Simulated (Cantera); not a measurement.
Input: 1 mol HI, 0.039 mol O2, 2.3 mol H2, equilibrated at 0.00250 bar.

These are equilibrium values from Cantera (NASA tables, ideal gas, pure condensed phases), not measurements of a reactor. Candidate condensed phases: H2O, I2; 12 gas species. Rates play no part. All values below are at 2777 °C.

Base state: H 0.785, I 0.157, H2 0.0457, O 0.0110, OH 0.00105, H2O 0.000177, HI 0.000168, O2 1.68e-5 (mole fractions); condensed: gas only.

Task: What changes in the equilibrium state with this change: HI replaced by NH3?

Result: 
| species | before | after |
|---|---|---|
| H | 0.785 | 0.869 |
| N2 | 0 | 0.0645 |
| H2 | 0.0457 | 0.0560 |
| I | 0.157 | 0 |
| O | 0.0110 | 0.00885 |
| HI | 0.000168 | 0 |
| NO | 0 | 0.000104 |
| N | 0 | 9.72e-5 |
